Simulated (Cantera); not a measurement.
An isothermal, constant-pressure homogeneous reactor starts with 20.6 % H2, 79.4 % O2, equivalence ratio 0.13, at 1300 K and 19.5 Torr.

Cantera simulation using the H2/O2 subset of GRI-Mech 3.0, which has no nitrogen chemistry; the numbers are that mechanism's predictions, not measurements. Radical loss at walls, strong at low pressure, is not modelled. The temperature is held fixed by assumption; the heat of reaction is taken as removed at once.

x: mole fraction; the columns are a selection and need not sum to one.

```json
[
 {"t (s)": "2.00e-5", "x H2": "0.206", "x O2": "0.794", "x O": "1.30e-8", "x H": "3.14e-8", "x HO2": "3.36e-8"},
 {"t (s)": "9.68e-5", "x H2": "0.206", "x O2": "0.794", "x O": "?", "x H": "?", "x HO2": "?"},
 {"t (s)": "0.000468", "x H2": "0.0276", "x O2": "0.686", "x O": "0.0639", "x H": "0.0680", "x HO2": "1.29e-5"},
 {"t (s)": "0.00226", "x H2": "0.00767", "x O2": "0.703", "x O": "0.0568", "x H": "0.0366", "x HO2": "1.43e-5"},
 {"t (s)": "0.0110", "x H2": "0.00144", "x O2": "0.758", "x O": "0.00956", "x H": "0.00254", "x HO2": "1.08e-5"},
 {"t (s)": "0.0530", "x H2": "6.42e-5", "x O2": "0.769", "x O": "0.000422", "x H": "2.35e-5", "x HO2": "1.61e-6"},
 {"t (s)": "0.256", "x H2": "4.75e-6", "x O2": "0.770", "x O": "3.19e-5", "x H": "4.87e-7", "x HO2": "1.76e-7"},
 {"t (s)": "1.24", "x H2": "6.23e-7", "x O2": "0.770", "x O": "4.24e-6", "x H": "2.36e-8", "x HO2": "5.18e-8"},
 {"t (s)": "6.00", "x H2": "?", "x O2": "0.770", "x O": "?", "x H": "?", "x HO2": "?"}
]
```

**Question.** What belongs in the gaps?

**Answer.** 
- 9.68e-5, x O: 6.59e-7
- 9.68e-5, x H: 9.91e-7
- 9.68e-5, x HO2: 1.65e-7
- 6.00, x H2: 1.63e-7
- 6.00, x O: 1.11e-6
- 6.00, x H: 3.19e-9
- 6.00, x HO2: 5.79e-8
